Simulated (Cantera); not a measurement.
Charge: 1 mol PbF2, 130 mol N2, equilibrated at 1148 K and 1.10 Pa.

These are equilibrium values from Cantera (NASA tables, ideal gas, pure condensed phases), not measurements of a reactor. Candidate condensed phases: Pb, PbF2; 12 gas species. Kinetics and transport are ignored.

Base state: N2 0.992, PbF2 0.00357, PbF4 0.00197, Pb 0.00185, PbF 0.000242 (mole fractions); condensed: gas only.

**Question.** What changes in the equilibrium state with this change: PbF2 replaced by PbCl2?

**Answer.** 
```csv
species,before,after
N2,0.992,0.991
PbCl2,0,0.00565
PbCl,0,0.00164
PbF2,0.00357,0
PbF4,0.00197,0
Cl,0,0.00120
PbCl4,0,0.000279
PbF,0.000242,0
```
The tables' values for PbCl4 are old estimates; treat these amounts as uncertain. Further candidate phases: PbCl2.

**Question.** What changes in the equilibrium state with this change: PbF2 replaced by NaI?

**Answer.** 
```tsv
species	before	after
N2	0.992	0.992
NaI	0	0.00699
I	0	0.000636
PbF2	0.00357	0
PbF4	0.00197	0
Pb	0.00185	0
Na	0	0.000636
PbF	0.000242	0
```
Further candidate phases: I2, Na, NaI.
